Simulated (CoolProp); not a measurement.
Properties of sulfur hexafluoride along the isotherm 330.8 K.

The numbers come from the reference Helmholtz-energy equation of state, Guder 2009 in CoolProp.

```
p (kPa)          phase  speed of sound (m/s)  Joule-Thomson coefficient (K/MPa)  isothermal compressibility (1/MPa)
-------  -------------  --------------------  ---------------------------------  ----------------------------------
59.4               gas                 142.5                              6.976                               16.91
100                gas                 142.1                              7.002                               10.08
169                gas                 141.5                              7.046                               5.998
285                gas                 140.4                              7.123                               3.592
482                gas                 138.5                              7.259                               2.161
813                gas                 135.1                              7.505                               1.323
1370               gas                 129.2                              7.980                              0.8354
2310               gas                 117.8                              9.005                              0.5726
3910     supercritical                 92.78                              11.54                              0.5985
6590     supercritical                 158.7                              2.054                             0.07033
11100    supercritical                 248.7                             0.5825                             0.01936
18800    supercritical                 336.4                            0.09534                            0.008766
```
